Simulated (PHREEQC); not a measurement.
## Acid rinse or clean: speciation

Consider water at 35 °C with 0.025 mol HBr, 0.0028 mol FeCl3 and 0.00012 mol MgCl2 per kg of water. Closed to the air; pH follows from the charge balance.

The numbers come from PHREEQC with the ion-association model, phreeqc.dat.

Each row changes one thing in this solution. No solid was allowed to form.

```tsv
case	pH	ionic strength (mol/kgw)	Fe+3 (mol/kgw)	FeOH+2 (mol/kgw)	FeCl+2 (mol/kgw)	Fe2(OH)2+4 (mol/kgw)	SI of Goethite (FeOOH)	SI of Hematite (Fe2O3)
as made	1.66	0.0402	0.00192	0.000530	0.000289	2.32e-5	+3.01	+8.08
HBr replaced by CdBr2 at the same molality	2.69	0.0508	0.000535	0.00152	?	0.000218	+5.50	+13.05
MgCl2 replaced by NH4Cl at the same molality	1.66	0.0400	0.00193	0.000531	0.000286	2.32e-5	+3.01	+8.08
0.014 mol/kgw NaCl added	1.67	0.0533	0.00167	0.000448	0.000619	1.95e-5	+2.92	+7.89
MgCl2 from 0.00012 to 0.00018 mol/kgw	1.66	0.0404	0.00192	0.000529	0.000293	2.32e-5	+3.01	+8.08
FeCl3 from 0.0028 to 0.00056 mol/kgw	1.66	?	0.000419	0.000122	1.55e-5	1.02e-6	+2.42	+6.88
diluted 2-fold with water	1.94	0.0199	0.000812	0.000475	7.28e-5	1.29e-5	+3.60	+9.25
FeCl3 from 0.0028 to 0.00028 mol/kgw	1.66	0.0269	0.000212	6.22e-5	4.50e-6	2.58e-7	+2.13	+6.31
temperature from 35 to 15 °C	1.66	0.0411	0.00238	0.000207	0.000195	7.74e-6	+2.42	+6.80
```

What belongs in the gaps?


- HBr replaced by CdBr2 at the same molality, FeCl+2 (mol/kgw): 5.93e-5
- FeCl3 from 0.0028 to 0.00056 mol/kgw, ionic strength (mol/kgw): 0.0284

Complexes and solids missing from the database can't appear. Some of these states are supersaturated (in Hematite (slow to form), Goethite (slow to form), for instance).
